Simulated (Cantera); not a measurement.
Input (Python, Cantera) and output of one run.

```python
import numpy as np
import cantera as ct

gas_names = """
    C CH CH2 CH3 CH2OH CH3O CH4 CH3OH CO CO2 COOH C2 C2H CHCO,ketyl C2H2,acetylene C2H2,vinylidene
    CH2CO,ketene C2H3,vinyl CH3CO,acetyl C2H4 C2H4O,ethylen CH3CHO,ethanal CH3COOH (HCOOH)2 C2H5 C2H6
    CH3OCH3 C2H5OH C2O C3 C3H3,propargyl C3H4,allene C3H4,propyne C3H4,cyclo- C3H5,allyl C3H6,propylene
    C3H6,cyclo- C3H6O C3H7,n-propyl C3H7,i-propyl C3H8 C3H8O,1propanol C3H8O,2propanol C3O2 C4 C4H2
    C4H4,1,3-cyclo- C4H6,butadiene C4H6,2-butyne C4H6,cyclo- C4H8,1-butene C4H8,cis2-buten
    C4H8,tr2-butene C4H8,isobutene C4H8,cyclo- (CH3COOH)2 C4H9,n-butyl C4H9,i-butyl C4H9,s-butyl
    C4H9,t-butyl C4H10,isobutane C4H10,n-butane C5 C5H6,1,3cyclo- C5H8,cyclo- C5H10,1-pentene
    C5H10,cyclo- C5H11,pentyl C5H11,t-pentyl C5H12,n-pentane C5H12,i-pentane CH3C(CH3)2CH3 C6H2
    C6H5,phenyl C6H5O,phenoxy C6H6 C6H5OH,phenol C6H10,cyclo- C6H12,1-hexene C6H12,cyclo- C6H13,n-hexyl
    C7H7,benzyl C7H8 C7H8O,cresol C7H14,1-heptene C7H15,n-heptyl C7H16,n-heptane C8H8,styrene
    C8H10,ethylbenz C8H16,1-octene C8H17,n-octyl C8H18,isooctane C8H18,n-octane C9H19,n-nonyl
    C10H8,naphthale C10H21,n-decyl C12H9,o-bipheny C12H10,bipheny H HCO HO2 H2 HCHO,formaldehy HCOOH H2O
    H2O2 O OH O2 O3
""".split()
cond_names = """
    C(gr) C6H6(L) C7H8(L) C8H18(L),n-octa H2O(s) H2O(L)
""".split()


def load(file, names, dense=False):
    # The tables refer to 1 bar. Condensed volumes are neglected.
    table = {s.name: s for s in ct.Species.list_from_file(file)}
    out = []
    for n in names:
        d = dict(table[n].input_data)
        d["thermo"] = dict(d["thermo"], **{"reference-pressure": 1e5})
        if dense:
            d["equation-of-state"] = {"model": "constant-volume", "density": "1e6 g/cm^3"}
        out.append(ct.Species.from_dict(d))
    return out


gas = ct.Solution(thermo="ideal-gas", species=load("nasa_gas.yaml", gas_names))
cond = {s.name: ct.Solution(thermo="fixed-stoichiometry", species=[s], name=s.name)
        for s in load("nasa_condensed.yaml", cond_names, dense=True)}
atoms = {
    'C2H6': {'C': 2, 'H': 6},
    'H2O': {'H': 2, 'O': 1},
}
top_T = {'C(gr)': 4500}  # K; cautious upper limits of use, not melting points


def equilibrate(T, P, feed):
    n = {}
    for name, mol in feed.items():
        for a, k in atoms[name].items():
            n[a] = n.get(a, 0.0) + k * mol
    gas.TPX = T, P, n
    mass = sum(n.values()) * gas.mean_molecular_weight
    gas.equilibrate("TP")
    valid = [c for c in cond.values() if c.min_temp <= T <= top_T.get(c.name, c.max_temp)]
    mix = ct.Mixture([(gas, mass / gas.mean_molecular_weight)] + [(c, 0.0) for c in valid])
    mix.T, mix.P = T, P
    mix.equilibrate("TP", solver="vcs", rtol=1e-11, max_steps=5000)
    return mix


results = []
feed = {'C2H6': 1, 'H2O': 0.76}  # mol
T = 2625  # K
P = 190  # Pa
mix = equilibrate(T, P, feed)
results.append((T, P, feed, dict(zip(mix.species_names, mix.species_moles))))
print(gas.report(threshold=1e-06))
for i in range(1, mix.n_phases):
    print(f"{mix.phase(i).name:16s} {mix.phase_moles(i):12.5e} mol")
```

Output:

```
       temperature   2625 K
          pressure   190 Pa
           density   4.2156e-05 kg/m^3
  mean mol. weight   4.8425 kg/kmol
   phase of matter   gas

                          1 kg             1 kmol
                     ---------------   ---------------
          enthalpy        3.5481e+07        1.7181e+08  J
   internal energy        3.0973e+07        1.4999e+08  J
           entropy             51064        2.4728e+05  J/K
    Gibbs function       -9.8562e+07       -4.7729e+08  J
 heat capacity c_p            5805.9             28115  J/K
 heat capacity c_v            4088.9             19800  J/K

                      mass frac. Y      mole frac. X     chem. pot. / RT
                     ---------------   ---------------   ---------------
                 C         0.0011154        0.00044969           -3.3773
                CH        2.7132e-05        1.0092e-05           -17.272
               CH2        7.7366e-06        2.6709e-06           -31.166
                CO           0.70227           0.12141           -42.102
                C2        0.00077824        0.00015688           -6.7546
               C2H         0.0046919        0.00090773           -20.649
    C2H2,acetylene          0.030656         0.0057013           -34.543
   C2H2,vinylidene        3.5714e-05         6.642e-06           -34.543
                C3          0.012371         0.0016625           -10.132
                C4        1.6547e-05        1.6678e-06           -13.509
              C4H2        0.00043639        4.2214e-05           -41.298
                C5        0.00010306        8.3099e-06           -16.887
                 H           0.11456           0.55036           -13.894
                H2           0.13292           0.31928           -27.788
     [  +96 minor]        8.5628e-06        1.2377e-06

C(gr)             1.11972e+00 mol
```

Cantera equilibrium calculation (NASA polynomials, part measured and part estimated; ideal gas, pure solids and liquids).
